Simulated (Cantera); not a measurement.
What does this Cantera script print?

```python
import numpy as np
import cantera as ct

gas = ct.Solution("gri30.yaml")
gas.TPX = 1198, 500000, {'CO': 1, 'H2': 0.14, 'CH4': 0.5, 'O2': 2.24, 'N2': 8.43}
reactor = ct.IdealGasConstPressureReactor(gas, energy="on", clone=False)
net = ct.ReactorNet([reactor])
net.rtol, net.atol = 1e-08, 1e-16
show = ['CO', 'H2', 'CH4', 'NO', 'HO2', 'CO2']
times = np.geomspace(8e-06, 2, 14)

steps = ct.SolutionArray(gas, extra=["t"])
rows = []
print(f"{'t/s':>10s}{'T/K':>9s}{'P/Pa':>11s}" + "".join(f"{s:>11s}" for s in show))
for t in times:
    while net.time < t:
        t_next = net.step()
        steps.append(gas.state, t=t_next)
    rows.append([np.interp(t, steps.t, y) for y in (steps.T, steps.P, *steps(*show).X.T)])
    print(f"{t:10.3e}{rows[-1][0]:9.1f}{rows[-1][1]:11.4g}" + "".join(f"{x:11.3e}" for x in rows[-1][2:]))
rate = np.gradient(steps.T, steps.t)
print("integrator steps:", len(steps.t))
if steps.T.max() > steps.T[0] + 200:
    print(f"time of steepest temperature rise: {steps.t[rate.argmax()]:.4e} s")
gas.TPX = 1198, 500000, {'CO': 1, 'H2': 0.14, 'CH4': 0.5, 'O2': 2.24, 'N2': 8.43}
gas.equilibrate("HP")
print(f"equilibrium (HP): T = {gas.T:.1f} K  " + "  ".join(f"{s} {gas[s].X[0]:.3e}" for s in show))
```

Output:

```
       t/s      T/K       P/Pa         CO         H2        CH4         NO        HO2        CO2
 8.000e-06   1198.0      5e+05  8.123e-02  1.137e-02  4.062e-02  1.934e-18  2.778e-08  4.008e-08
 2.081e-05   1198.0      5e+05  8.123e-02  1.137e-02  4.062e-02  7.002e-18  7.978e-08  1.310e-07
 5.414e-05   1198.0      5e+05  8.123e-02  1.137e-02  4.062e-02  4.098e-17  2.784e-07  5.711e-07
 1.409e-04   1198.1      5e+05  8.123e-02  1.137e-02  4.061e-02  1.358e-15  1.899e-06  5.256e-06
 3.664e-04   1201.9      5e+05  8.112e-02  1.125e-02  4.019e-02  5.256e-13  1.487e-05  1.475e-04
 9.533e-04   2544.2      5e+05  1.456e-02  1.745e-03  2.213e-17  2.398e-04  9.424e-06  1.116e-01
 2.480e-03   2568.4      5e+05  1.134e-02  1.394e-03  1.649e-17  4.889e-03  9.131e-06  1.152e-01
 6.452e-03   2560.0      5e+05  1.115e-02  1.376e-03  1.601e-17  1.033e-02  8.638e-06  1.154e-01
 1.678e-02   2557.2      5e+05  1.109e-02  1.371e-03  1.585e-17  1.214e-02  8.475e-06  1.155e-01
 4.366e-02   2557.1      5e+05  1.108e-02  1.370e-03  1.585e-17  1.219e-02  8.471e-06  1.155e-01
 1.136e-01   2557.1      5e+05  1.108e-02  1.370e-03  1.585e-17  1.219e-02  8.471e-06  1.155e-01
 2.955e-01   2557.1      5e+05  1.108e-02  1.370e-03  1.585e-17  1.219e-02  8.471e-06  1.155e-01
 7.688e-01   2557.1      5e+05  1.108e-02  1.370e-03  1.585e-17  1.219e-02  8.471e-06  1.155e-01
 2.000e+00   2557.1      5e+05  1.108e-02  1.370e-03  1.585e-17  1.219e-02  8.471e-06  1.155e-01
integrator steps: 2060
time of steepest temperature rise: 8.9503e-04 s
equilibrium (HP): T = 2557.1 K  CO 1.108e-02  H2 1.370e-03  CH4 2.251e-17  NO 1.219e-02  HO2 8.471e-06  CO2 1.155e-01
```

Model: GRI-Mech 3.0 (53 species, 325 reactions), integrated in Cantera.
